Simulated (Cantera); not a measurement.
A freely propagating, adiabatic, planar premixed flame of 19.9 % CO, 3.79 % H2, 16.0 % O2, 60.2 % N2, equivalence ratio 0.74, unburnt at 600 K and 0.128 atm; mixture-averaged transport, grid criteria slope 0.08 and curve 0.16, no radiation.

Computed with Cantera and GRI-Mech 3.0 (53 species, 325 reactions). Burning velocities carry a grid error of a few per cent, more on coarse grids.

Problem. Predict: laminar burning velocity; thermal thickness; peak x(O).

Solution. 
```json
{
 "laminar_burning_velocity": "191 cm/s",
 "thermal_thickness": "11.4 mm",
 "peak x(O)": "0.0257"
}
```
